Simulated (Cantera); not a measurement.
Charge: 1 mol CsOH, 3.1 mol H2, 0.066 mol H2O, held at 0.100 bar.

Equilibrium computed with Cantera from the NASA thermochemical tables; the gas is ideal and each condensed phase is pure. Candidate condensed phases: Cs, CsOH, H2O; 15 gas species. The numbers say what is thermodynamically allowed, not how fast it happens. All values below are at 1950 K.

Base state: H2 0.602, H2O 0.174, Cs 0.160, CsOH 0.0605, H 0.00281, OH 7.40e-5 (mole fractions); condensed: gas only.

### Question
What changes in the equilibrium state with this change: CsOH replaced by MgSO4?

### Answer
| species | before | after |
|---|---|---|
| H2O | 0.174 | 0.551 |
| H2 | 0.602 | 0.244 |
| SO2 | 0 | 0.106 |
| Cs | 0.160 | 0 |
| CsOH | 0.0605 | 0 |
| S2 | 0 | 0.0526 |
| SO | 0 | 0.0224 |
| H2S | 0 | 0.0120 |
| Mg | 0 | 3.24e-5 |
| SH | 0 | 0.00724 |
| S | 0 | 0.00165 |
| S2O | 0 | 0.000931 |
| MgO(s), mol | 0 | 1.000 |
Further candidate phases: H2SO4, Mg, MgO, Mg(OH)2, MgS, MgSO4, S.
